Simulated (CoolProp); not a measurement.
Properties of isopentane along the isotherm 79.55 °C (Tc = 187.2 °C, pc = 3.378 MPa, ω = 0.227).

Computed with CoolProp (reference Helmholtz-energy equation of state, Lemmon 2006). It is a short technical equation, of lower accuracy than the large ones.

```json
[
 {"p (MPa)": "0.921", "phase": "liquid", "density (kg/m³)": "555.7", "cv (kJ/(kg K))": "1.930", "Joule-Thomson coefficient (K/MPa)": "-0.1473", "expansivity (1/kK)": "2.234", "fugacity coefficient": "0.4464"},
 {"p (MPa)": "1.38", "phase": "liquid", "density (kg/m³)": "___", "cv (kJ/(kg K))": "1.930", "Joule-Thomson coefficient (K/MPa)": "-0.1560", "expansivity (1/kK)": "2.199", "fugacity coefficient": "0.3040"},
 {"p (MPa)": "1.84", "phase": "liquid", "density (kg/m³)": "558.1", "cv (kJ/(kg K))": "1.930", "Joule-Thomson coefficient (K/MPa)": "-0.1642", "expansivity (1/kK)": "2.165", "fugacity coefficient": "0.2327"},
 {"p (MPa)": "2.3", "phase": "liquid", "density (kg/m³)": "559.2", "cv (kJ/(kg K))": "1.930", "Joule-Thomson coefficient (K/MPa)": "___", "expansivity (1/kK)": "2.133", "fugacity coefficient": "0.1900"},
 {"p (MPa)": "2.76", "phase": "liquid", "density (kg/m³)": "560.4", "cv (kJ/(kg K))": "1.930", "Joule-Thomson coefficient (K/MPa)": "-0.1796", "expansivity (1/kK)": "2.103", "fugacity coefficient": "0.1615"},
 {"p (MPa)": "3.22", "phase": "liquid", "density (kg/m³)": "561.5", "cv (kJ/(kg K))": "1.930", "Joule-Thomson coefficient (K/MPa)": "-0.1867", "expansivity (1/kK)": "2.074", "fugacity coefficient": "0.1413"},
 {"p (MPa)": "3.69", "phase": "liquid", "density (kg/m³)": "562.6", "cv (kJ/(kg K))": "1.930", "Joule-Thomson coefficient (K/MPa)": "___", "expansivity (1/kK)": "2.045", "fugacity coefficient": "0.1259"},
 {"p (MPa)": "4.15", "phase": "liquid", "density (kg/m³)": "563.7", "cv (kJ/(kg K))": "1.930", "Joule-Thomson coefficient (K/MPa)": "-0.2003", "expansivity (1/kK)": "2.018", "fugacity coefficient": "0.1142"},
 {"p (MPa)": "4.61", "phase": "liquid", "density (kg/m³)": "564.7", "cv (kJ/(kg K))": "1.930", "Joule-Thomson coefficient (K/MPa)": "___", "expansivity (1/kK)": "1.993", "fugacity coefficient": "0.1049"},
 {"p (MPa)": "5.07", "phase": "liquid", "density (kg/m³)": "___", "cv (kJ/(kg K))": "1.930", "Joule-Thomson coefficient (K/MPa)": "-0.2126", "expansivity (1/kK)": "1.968", "fugacity coefficient": "0.09728"}
]
```

**Question.** Fill in the missing entries.

**Answer.** 
- 1.38, density (kg/m³): 556.9
- 2.3, Joule-Thomson coefficient (K/MPa): -0.1721
- 3.69, Joule-Thomson coefficient (K/MPa): -0.1937
- 4.61, Joule-Thomson coefficient (K/MPa): -0.2066
- 5.07, density (kg/m³): 565.8
